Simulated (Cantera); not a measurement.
Feed: 1 mol SiO2, 2.8 mol CO, held at 2700 Pa.

Equilibrium computed with Cantera from the NASA thermochemical tables; the gas is ideal and each condensed phase is pure. Candidate condensed phases: C, Si, SiC, SiO2; 20 gas species. The tables hold silica as quartz up to 1696 K and as liquid above; real silica turns to tridymite and cristobalite and melts near 1996 K. Rates play no part.

Question: What share of the Si ends up in condensed phases as a function of T (K), at 2073, 2098, 2123, 2148, 2173, 2198, 2223, 2248, 2273, 2298, 2323, 2348, 2373, 2398?

Answer: 
```tsv
T (K)	Si condensed (%)	as
2073	88.6	SiO2(l)
2098	86.5	SiO2(l)
2123	84.1	SiO2(l)
2148	81.3	SiO2(l)
2173	78.1	SiO2(l)
2198	74.5	SiO2(l)
2223	70.4	SiO2(l)
2248	65.8	SiO2(l)
2273	60.5	SiO2(l)
2298	54.6	SiO2(l)
2323	48.0	SiO2(l)
2348	40.6	SiO2(l)
2373	32.3	SiO2(l)
2398	22.8	SiO2(l)
```
